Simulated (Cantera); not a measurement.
# CH4 + H2 + N2 (carbon deposition, reforming and gasification)

Feed: 1 mol CH4, 2 mol H2, 11 mol N2, equilibrated at 3.80 bar.

These are equilibrium values from Cantera (NASA tables, ideal gas, pure condensed phases), not measurements of a reactor. Candidate condensed phases: C, C6H6, C7H8, C8H18; 110 gas species. Ions and electrons are included (thermal ionisation). Equilibrium is a limit: real reactors are often held back by kinetics, nucleation or transport.

At 2500 K the condensed part is C(graphite). From 3000 K to 5000 K nothing is condensed. The main C-bearing gas is HCN at 2500 K and CN at 5000 K.

```csv
T (K),log p N2,log p H,log p H2,log p HCN,log p CN,log p C,log p N,log p HNC,n C(graphite)
2500,0.43,-1.62,-0.03,-0.95,-3.77,-6.78,-6.32,-1.88,0.420
3000,0.42,-0.85,-0.10,-0.76,-2.50,-4.52,-4.65,-1.49,0
3500,0.40,-0.34,-0.21,-0.83,-1.76,-3.07,-3.46,-1.41,0
4000,0.37,-0.03,-0.47,-1.03,-1.28,-2.05,-2.57,-1.50,0
4500,0.34,0.11,-0.85,-1.45,-1.06,-1.41,-1.88,-1.84,0
5000,0.32,0.16,-1.30,-2.03,-1.07,-1.09,-1.32,-2.35,0
```
log p: log10 of the partial pressure in bar; n: condensed amount in mol.
